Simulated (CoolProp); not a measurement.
Vapour-liquid equilibrium of isopentane (1) + R365MFC (2) at 1.13 MPa; x and y are mole fractions of (1).

Model: multi-fluid Helmholtz-energy mixture model, Lemmon 2006 and Lemmon 2016; pair parameters Bell 2016, in CoolProp.

```json
[
 {"x": "0.05", "bubble temperature, mixture model (K)": "399.0", "bubble temperature, Raoult's law (K)": "402.2", "y, mixture model": "0.098", "y, Raoult's law": "0.057"},
 {"x": "0.15", "bubble temperature, mixture model (K)": "393.5", "bubble temperature, Raoult's law (K)": "401.5", "y, mixture model": "0.251", "y, Raoult's law": "0.169"},
 {"x": "0.25", "bubble temperature, mixture model (K)": "389.7", "bubble temperature, Raoult's law (K)": "400.8", "y, mixture model": "0.362", "y, Raoult's law": "0.278"},
 {"x": "0.35", "bubble temperature, mixture model (K)": "387.3", "bubble temperature, Raoult's law (K)": "400.0", "y, mixture model": "0.445", "y, Raoult's law": "0.384"},
 {"x": "0.45", "bubble temperature, mixture model (K)": "385.9", "bubble temperature, Raoult's law (K)": "399.3", "y, mixture model": "0.512", "y, Raoult's law": "0.486"},
 {"x": "0.55", "bubble temperature, mixture model (K)": "385.2", "bubble temperature, Raoult's law (K)": "398.6", "y, mixture model": "0.572", "y, Raoult's law": "0.586"},
 {"x": "0.65", "bubble temperature, mixture model (K)": "385.2", "bubble temperature, Raoult's law (K)": "397.8", "y, mixture model": "0.631", "y, Raoult's law": "0.683"},
 {"x": "0.75", "bubble temperature, mixture model (K)": "386.0", "bubble temperature, Raoult's law (K)": "397.1", "y, mixture model": "0.697", "y, Raoult's law": "0.777"},
 {"x": "0.85", "bubble temperature, mixture model (K)": "387.9", "bubble temperature, Raoult's law (K)": "396.3", "y, mixture model": "0.783", "y, Raoult's law": "0.868"},
 {"x": "0.95", "bubble temperature, mixture model (K)": "391.9", "bubble temperature, Raoult's law (K)": "395.6", "y, mixture model": "0.910", "y, Raoult's law": "0.957"}
]
```

The largest gap from Raoult's law is -13.4 K in bubble temperature, at x = 0.45. y crosses x between x = 0.55 and 0.65: the model has an azeotrope there.

Pair parameters are fitted to limited data, so mixtures are less certain than the pure fluids.
